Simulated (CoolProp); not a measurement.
Cyclopentane at 332.18 K and 13.6 MPa is throttled through a valve to 7.15 MPa with no heat exchange. Each further row changes one setting.

Computed with CoolProp (reference Helmholtz-energy equation of state, Gedanitz 2015).

```csv
case,temperature change (K),final density (kg/m³)
as stated,[?],[?]
outlet pressure 2.15 MPa,[?],[?]
outlet pressure 9.29 MPa,[?],[?]
```

Q: Fill in the missing entries.

A: 
- as stated, temperature change (K): +2.5
- as stated, final density (kg/m³): 712
- outlet pressure 2.15 MPa, temperature change (K): +4.3
- outlet pressure 2.15 MPa, final density (kg/m³): 704
- outlet pressure 9.29 MPa, temperature change (K): +1.7
- outlet pressure 9.29 MPa, final density (kg/m³): 715
